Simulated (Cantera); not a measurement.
A Cantera script and its output.

```python
import numpy as np
import cantera as ct

gas = ct.Solution("h2o2.yaml")
gas.TPX = 700, 13332, {'H2': 1, 'O2': 0.357, 'N2': 1.07}
flame = ct.FreeFlame(gas, width=0.16)
flame.set_refine_criteria(ratio=3, slope=0.08, curve=0.16)
flame.transport_model = "mixture-averaged"
flame.solve(loglevel=0, auto=True)
z, T = flame.grid, flame.T
thick = (T[-1] - T[0]) / np.gradient(T, z).max()
show = ['H2', 'O2', 'OH', 'HO2', 'H2O2', 'O']
print(f"laminar burning velocity  {flame.velocity[0] * 100:.3f} cm/s")
print(f"burnt temperature         {T[-1]:.1f} K")
print(f"thermal thickness         {thick * 1e3:.4f} mm")
print(f"grid points               {len(z)}")
z0 = z[flame.heat_release_rate.argmax()]
print(f"{'z/mm':>9s}{'T/K':>9s}{'u/(m/s)':>9s}" + "".join(f"{s:>11s}" for s in show))
rows = []
for k in (-3, -2, -1.5, -1, -0.5, -0.25, 0, 0.25, 0.5, 1, 2, 4, 8):
    zz = z0 + k * thick
    rows.append([k * thick, np.interp(zz, z, T), np.interp(zz, z, flame.velocity),
                 *(np.interp(zz, z, flame.X[gas.species_index(s)]) for s in show)])
    print(f"{rows[-1][0] * 1e3:9.3f}{rows[-1][1]:9.1f}{rows[-1][2]:9.3f}" + "".join(f"{x:11.3e}" for x in rows[-1][3:]))
```

It prints:

```
laminar burning velocity  1040.192 cm/s
burnt temperature         2546.0 K
thermal thickness         6.3732 mm
grid points               130
     z/mm      T/K  u/(m/s)         H2         O2         OH        HO2       H2O2          O
  -19.120    700.0   10.402  4.120e-01  1.471e-01  5.400e-16  1.776e-11  4.353e-13  4.713e-15
  -12.746    700.0   10.402  4.120e-01  1.471e-01  1.510e-13  1.165e-10  4.447e-13  1.270e-12
   -9.560    700.0   10.402  4.120e-01  1.471e-01  1.174e-11  4.902e-09  6.704e-13  9.420e-11
   -6.373    700.0   10.402  4.120e-01  1.471e-01  2.251e-09  5.077e-07  5.474e-11  1.453e-08
   -3.187    705.7   10.481  4.107e-01  1.470e-01  1.744e-05  3.518e-05  1.148e-07  1.494e-05
   -1.593    793.2   11.699  3.885e-01  1.433e-01  2.562e-04  2.822e-05  1.748e-07  4.540e-04
    0.000   1158.3   16.668  2.136e-01  8.308e-02  4.072e-03  1.324e-05  5.984e-07  9.184e-03
    1.593   1426.3   20.250  1.015e-01  2.089e-02  9.076e-03  3.207e-06  6.034e-07  1.355e-02
    3.187   1537.1   21.657  1.005e-01  1.601e-02  1.140e-02  2.173e-06  4.888e-07  1.355e-02
    6.373   1673.0   23.337  1.077e-01  1.414e-02  1.416e-02  1.650e-06  3.165e-07  1.304e-02
   12.746   1833.0   25.255  1.149e-01  1.199e-02  1.701e-02  1.209e-06  1.715e-07  1.177e-02
   25.493   2006.3   27.263  1.209e-01  9.590e-03  1.927e-02  8.749e-07  8.935e-08  9.794e-03
   50.986   2183.0   29.236  1.254e-01  7.135e-03  2.024e-02  6.725e-07  5.100e-08  7.405e-03
```

Model: the H2/O2 subset of GRI-Mech 3.0, which has no nitrogen chemistry, integrated in Cantera. Burning velocities carry a grid error of a few per cent, more on coarse grids.
